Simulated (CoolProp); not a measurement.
Hydrogen chloride along the isobar 0.725 MPa: Z from the reference equation and from simpler models built on Tc = 51.5 °C, pc = 8.314 MPa, ω = 0.130; each cubic takes its own stable root.

Computed with CoolProp (reference Helmholtz-energy equation of state, Thol 2018).

```
T (°C)   phase  reference
------  ------  ---------
-46.55  liquid    0.01295
-32.45     gas     0.9060
-18.35     gas     0.9241
-4.25      gas     0.9375
9.95       gas     0.9478
24.05      gas     0.9557
38.15      gas     0.9619
52.25      gas     0.9670
66.35      gas     0.9712
80.45      gas     0.9747
94.55      gas     0.9776
108.65     gas     0.9801
122.75     gas     0.9822
136.85     gas     0.9841
```

Q: How far does each simpler model (Redlich-Kwong, Soave-Redlich-Kwong, Peng-Robinson) lie from the reference over these 14 states: mean and median of the absolute difference, and the worst?

A: 
- Redlich-Kwong: mean 1.7 %, median 0.3 %, worst +16.4 % at -46.55 °C and 0.725 MPa
- Soave-Redlich-Kwong: mean 1.6 %, median 0.3 %, worst +14.5 % at -46.55 °C and 0.725 MPa
- Peng-Robinson: mean 0.3 %, median 0.1 %, worst +1.5 % at -32.45 °C and 0.725 MPa
